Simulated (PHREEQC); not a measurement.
Solution (70 °C): 0.055 mol/kgw Fe2(SO4)3. Closed to the air; pH follows from the charge balance.

Equilibrium calculation in PHREEQC: ion-association model, phreeqc.dat.

No solid was allowed to form.

Order these S species by the share of S that they hold, largest first: Fe(SO4)2-, SO4-2, FeSO4+, HSO4-, FeHSO4+2.

FeSO4+ (39 %), SO4-2 (27 %), Fe(SO4)2- (22 %), HSO4- (11 %), FeHSO4+2 (1.4 %)

Order these Fe species by the share of Fe that they hold, largest first: Fe2(OH)2+4, FeSO4+, FeHSO4+2, Fe(SO4)2-, FeOH+2.

FeSO4+ (58 %), Fe(SO4)2- (16 %), Fe2(OH)2+4 (11 %), FeOH+2 (8.7 %), FeHSO4+2 (2.2 %)

The pH is 2.39 and the ionic strength 0.229 mol/kgw. Examples of supersaturated solids here: Hematite (slow to form), Goethite (slow to form). Others may be too. At this temperature some constants are extrapolated from 25 °C, and those without enthalpy data are left unchanged.
